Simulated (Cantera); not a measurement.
# Gas-phase reforming

An isothermal, constant-pressure homogeneous reactor starts with CH4 : H2O = 1 : 0.94 (molar parts), at 1850 K and 1.00 bar.

Computed with Cantera and GRI-Mech 3.0 (53 species, 325 reactions).

```json
[
 {"t (s)": "7.00e-6", "x CH4": "0.513", "x H2O": "0.484", "x HO2": "<1e-12", "x C2H6": "6.09e-5", "x O": "8.92e-10"},
 {"t (s)": "4.72e-5", "x CH4": "0.489", "x H2O": "0.480", "x HO2": "1.82e-12", "x C2H6": "0.00241", "x O": "9.81e-9"},
 {"t (s)": "0.000318", "x CH4": "0.304", "x H2O": "0.422", "x HO2": "2.93e-12", "x C2H6": "0.00144", "x O": "7.87e-9"},
 {"t (s)": "0.00214", "x CH4": "0.102", "x H2O": "0.341", "x HO2": "2.17e-12", "x C2H6": "0.000138", "x O": "3.68e-9"},
 {"t (s)": "0.0144", "x CH4": "0.0293", "x H2O": "0.259", "x HO2": "1.59e-12", "x C2H6": "1.16e-5", "x O": "3.04e-9"},
 {"t (s)": "0.0971", "x CH4": "0.0158", "x H2O": "0.125", "x HO2": "<1e-12", "x C2H6": "2.78e-6", "x O": "1.77e-9"},
 {"t (s)": "0.654", "x CH4": "0.00568", "x H2O": "0.0293", "x HO2": "<1e-12", "x C2H6": "3.55e-7", "x O": "5.37e-10"},
 {"t (s)": "4.41", "x CH4": "0.00235", "x H2O": "0.00188", "x HO2": "<1e-12", "x C2H6": "7.36e-8", "x O": "3.82e-11"},
 {"t (s)": "29.7", "x CH4": "0.00211", "x H2O": "6.83e-6", "x HO2": "<1e-12", "x C2H6": "6.14e-8", "x O": "<1e-12"},
 {"t (s)": "200", "x CH4": "0.00211", "x H2O": "6.81e-6", "x HO2": "<1e-12", "x C2H6": "6.14e-8", "x O": "<1e-12"}
]
```
x: mole fraction; the columns are a selection and need not sum to one.

Equilibrium at this temperature and pressure: CH4 0.00211, H2O 6.92e-6, HO2 <1e-12, C2H6 6.14e-8, O <1e-12 (gas phase only).
